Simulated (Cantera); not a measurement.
# Stirred combustor or abatement burner

A perfectly stirred reactor is fed with 9.91 % CH4, 18.0 % O2, 72.1 % N2, equivalence ratio 1.1, at 3750 Torr; it is adiabatic with a 523 K inlet, and is followed from long to short residence time, starting on the burning branch (τ in s: 0.25, 0.093, 0.034, 0.013, 0.0047, 0.0017, 0.00065, 0.00024, 8.9e-05, 3.3e-05).

Computed with Cantera and GRI-Mech 3.0 (53 species, 325 reactions).

```
τ (s)    T (K)     x CH4      x O2    x C2H4    x HO2    x CH2O  x H2O   x CO2
-------  -----  --------  --------  --------  -------  --------  -----  ------
0.25      2311   1.44e-6  0.000299  5.71e-11  1.29e-7   1.34e-7  0.182  0.0720
0.093     2309   3.45e-6  0.000360  3.35e-10  1.57e-7   3.35e-7  0.182  0.0719
0.034     2305   7.56e-6  0.000502   1.67e-9  2.26e-7   7.92e-7  0.182  0.0716
0.013     2298   1.44e-5  0.000780   6.17e-9  3.76e-7   1.67e-6  0.181  0.0712
0.0047    2285   2.68e-5   0.00133   2.03e-8  7.22e-7   3.41e-6  0.180  0.0703
0.0017    2264   4.92e-5   0.00230   5.91e-8  1.44e-6   6.67e-6  0.178  0.0689
0.00065   2234   9.05e-5   0.00377   1.58e-7  2.74e-6   1.24e-5  0.176  0.0668
0.00024   2190  0.000182   0.00610   4.61e-7  5.25e-6   2.39e-5  0.173  0.0636
8.9e-5    2130  0.000410   0.00976   1.64e-6  1.01e-5   4.93e-5  0.169  0.0588
3.3e-5    2033   0.00134    0.0178   1.25e-5  2.44e-5  0.000134  0.164  0.0488
```
x: mole fraction; the columns are a selection and need not sum to one.
